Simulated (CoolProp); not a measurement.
Vapour-liquid equilibrium of cyclohexane (1) + ethylbenzene (2) at 0.00528 MPa; x and y are mole fractions of (1).

Values from CoolProp's multi-fluid Helmholtz-energy mixture model, Zhou 2014 and Zhou 2012; pair parameters Bell 2016.

```csv
x,"bubble temperature, mixture model (°C)","bubble temperature, Raoult's law (°C)","y, mixture model","y, Raoult's law"
0.05,44.5,46.2,0.352,0.297
0.2,?,33.0,0.750,0.699
0.35,21.2,24.6,?,0.846
0.5,16.1,18.6,0.923,0.917
0.65,12.6,14.0,0.953,0.956
0.8,9.8,10.4,?,0.980
0.95,7.3,7.4,0.994,0.996
```

Question: What belongs in the gaps?

Answer: 
- 0.2, bubble temperature, mixture model (°C): 29.4
- 0.35, y, mixture model: 0.870
- 0.8, y, mixture model: 0.974

The largest gap from Raoult's law is -3.6 K in bubble temperature, at x = 0.2. No azeotrope shows between x = 0.05 and 0.95.

Pair parameters are fitted to limited data, so mixtures are less certain than the pure fluids.
